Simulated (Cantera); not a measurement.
A closed system holds: 1 mol Fe2O3, 2.1 mol Cl2, 0.45 mol H2, at 0.150 bar.

Equilibrium computed with Cantera from the NASA thermochemical tables; the gas is ideal and each condensed phase is pure. Candidate condensed phases: Fe, FeCl2, FeCl3, FeO, Fe(OH)2, Fe(OH)3, Fe2O3, Fe3O4, H2O; 22 gas species. Condensed phases not in the tables: FeOCl. Kinetics and transport are ignored.

log p: log10 of the partial pressure in bar; n: condensed amount in mol.

| T (K) | log p Cl2 | log p HCl | log p FeCl2 | log p O2 | log p FeCl3 | log p Cl | n Fe2O3(s) |
|---|---|---|---|---|---|---|---|
| 650 | -1.01 | -1.29 | -9.06 | -5.62 | -4.00 | -7.39 | 0.996 |
| 800 | -1.01 | -1.29 | -6.54 | -3.67 | -3.16 | -5.54 | 0.993 |
| 950 | -1.04 | -1.29 | -4.68 | -2.61 | -2.45 | -4.27 | 0.968 |
| 1100 | -1.12 | -1.30 | -3.28 | -2.03 | -1.92 | -3.38 | ___ |
| 1250 | -1.30 | -1.32 | -2.29 | -1.68 | -1.64 | -2.76 | ___ |
| 1400 | -1.62 | -1.37 | -1.65 | -1.48 | -1.66 | -2.36 | ___ |
| 1550 | -2.13 | -1.43 | -1.34 | -1.38 | -2.00 | -2.15 | ___ |

Q: Complete the blanks.

A: 
- 1100, n Fe2O3(s): 0.889
- 1250, n Fe2O3(s): 0.744
- 1400, n Fe2O3(s): 0.547
- 1550, n Fe2O3(s): 0.350
